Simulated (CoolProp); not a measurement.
A single-stage vapour-compression cycle with the fluid: evaporating at 207.15 K (dew point), condensing at 229.15 K (bubble point), superheat 0 K, subcooling 0 K, compressor efficiency 0.8, no pressure losses. The same conditions are run with several fluids, on thermodynamics alone (safety and materials aside).

Model: reference Helmholtz-energy equation of state of each fluid (CH3F (R41): Lemmon 2006; carbonyl sulfide: Lemmon 2006; C3F8 (R218): Lemmon 2006; R22: Kamei 1995; R143a: Lemmon and Jacobsen 2000; ammonia: Gao 2020), in CoolProp.

| fluid | cooling COP | pressure ratio | discharge temperature (K) | refrigerating effect (kJ/kg) | volumetric capacity (kJ/m³) |
|---|---|---|---|---|---|
| CH3F (R41) | 6.75 | 2.58 | 268.6 | 423 | 1710 |
| carbonyl sulfide | 6.86 | 2.93 | 275.5 | 293 | 475 |
| C3F8 (R218) | 6.74 | 3.35 | 230.2 | 94.5 | 227 |
| R22 | 6.91 | 3.31 | 265.1 | 225 | 301 |
| R143a | 6.94 | 3.11 | 248.0 | 210 | 400 |
| ammonia | 6.65 | 3.96 | 307.6 | 1360 | 197 |
